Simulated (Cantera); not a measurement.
Input: 1 mol B2H6, 6 mol N2, held at 1675 K and 0.130 bar.

Equilibrium computed with Cantera from the NASA thermochemical tables; the gas is ideal and each condensed phase is pure. Candidate condensed phases: B, BN; 15 gas species. The feed counts by its element totals alone. The numbers say what is thermodynamically allowed, not how fast it happens.

Base state: N2 0.625, H2 0.375, H 0.000197 (mole fractions); condensed: BN(s).

Task: What changes in the equilibrium state with this change: 1.5 mol H2O added?

Result: 
| species | before | after |
|---|---|---|
| N2 | 0.625 | 0.543 |
| H2 | 0.375 | 0.437 |
| HBO2 | 0 | 0.00964 |
| HBO | 0 | 0.00465 |
| B2O3 | 0 | 0.00404 |
| BN(s), mol | 2.00 | 1.02 |
| B2O3(l), mol | 0 | 0.372 |
Mutual solubility and eutectic melting of coexisting phases are not modelled. Gases not in the tables: H3BO3. Further candidate phases: B2O3, B3O3H3, H2O.
